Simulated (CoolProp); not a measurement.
Computed with CoolProp (reference Helmholtz-energy equation of state, Lemmon 2005). It is a short technical equation, of lower accuracy than the large ones.

Problem. For 1-butene, give the phase and the cp (kJ/(kg K)), cv (kJ/(kg K)) at 155.15 °C and 0.101 MPa.

Solution. 
- 155.15 °C and 0.101 MPa: gas; cp 2.04, cv 1.89
